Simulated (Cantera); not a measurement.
A Cantera script and what it prints.

```python
import numpy as np
import cantera as ct

gas_names = """
    H HO2 H2 H2O H2O2 O OH O2 O3 Si SiH SiH2 SiH3 SiH4 SiO SiO2 Si2 Si3
""".split()
cond_names = """
    H2O(s) H2O(L) Si(cr) Si(L) SiO2(Lqz) SiO2(hqz) SiO2(L)
""".split()


# ... load() reads the species with a 1 bar reference pressure and builds the phases ...
atoms = {
    'Si': {'Si': 1},
    'O2': {'O': 2},
    'H2': {'H': 2},
}
top_T = {}  # K; cautious upper limits of use, not melting points


# ... equilibrate(T, P, feed) seeds the gas with the atoms and calls Mixture.equilibrate('TP', solver="vcs", rtol=1e-11, max_steps=5000) ...
results = []
feed = {'Si': 1, 'O2': 0.0073, 'H2': 35}  # mol
P = 170  # Pa
for T in [1248, 1298, 1348, 1398, 1448, 1498, 1548, 1598, 1648, 1698, 1748, 1798, 1848, 1898]:
    mix = equilibrate(T, P, feed)
    results.append((T, P, feed, dict(zip(mix.species_names, mix.species_moles))))

top = {s: max(r[3][s] / sum(r[3][g] for g in gas_names) for r in results) for s in gas_names}
cols = sorted((s for s in top if top[s] > 1e-05), key=lambda s: -top[s])[:7]
seen = [c for c in cond_names if any(r[3].get(c, 0) > 1e-12 for r in results)]
print("log10 of partial pressures in bar; condensed amounts in mol")
print(f"{'T/K':>10s}" + "".join(f"{s[:9]:>10s}" for s in cols + seen))
for T, P, feed, n in results:
    ng = sum(n[g] for g in gas_names)
    print(f"{T:10.4g}" + "".join(f"{np.log10(max(n[s] / ng * P / 1e5, 1e-99)):10.3f}" for s in cols)
          + "".join(f"{n.get(c, 0):10.4g}" for c in seen))
```

It prints:

```
log10 of partial pressures in bar; condensed amounts in mol
       T/K        H2         H        Si       SiO       SiH       Si2      SiH2    Si(cr)     Si(L)
      1248    -2.770    -7.716   -11.110    -6.149   -11.448   -14.948   -10.290    0.9854         0
      1298    -2.770    -7.355   -10.391    -6.149   -10.852   -14.011    -9.901    0.9854         0
      1348    -2.770    -7.021    -9.726    -6.149   -10.302   -13.145    -9.541    0.9854         0
      1398    -2.770    -6.710    -9.108    -6.149    -9.791   -12.341    -9.207    0.9854         0
      1448    -2.770    -6.420    -8.534    -6.150    -9.316   -11.594    -8.896    0.9853         0
      1498    -2.770    -6.150    -7.998    -6.150    -8.873   -10.898    -8.606    0.9851         0
      1548    -2.770    -5.897    -7.498    -6.150    -8.460   -10.247    -8.335    0.9846         0
      1598    -2.770    -5.659    -7.029    -6.150    -8.073    -9.638    -8.081    0.9831         0
      1648    -2.771    -5.436    -6.589    -6.150    -7.710    -9.066    -7.843    0.9793         0
      1698    -2.771    -5.226    -6.183    -6.150    -7.376    -8.544    -7.626         0    0.9703
      1748    -2.773    -5.027    -5.837    -6.151    -7.099    -8.126    -7.460         0    0.9525
      1798    -2.774    -4.840    -5.511    -6.152    -6.838    -7.732    -7.304         0    0.9164
      1848    -2.777    -4.664    -5.203    -6.154    -6.592    -7.360    -7.158         0    0.8457
      1898    -2.781    -4.498    -4.911    -6.157    -6.361    -7.008    -7.021         0    0.7114
```

Equilibrium computed with Cantera from the NASA thermochemical tables; the gas is ideal and each condensed phase is pure. Gases not in the tables: Si2H6 and higher silanes.
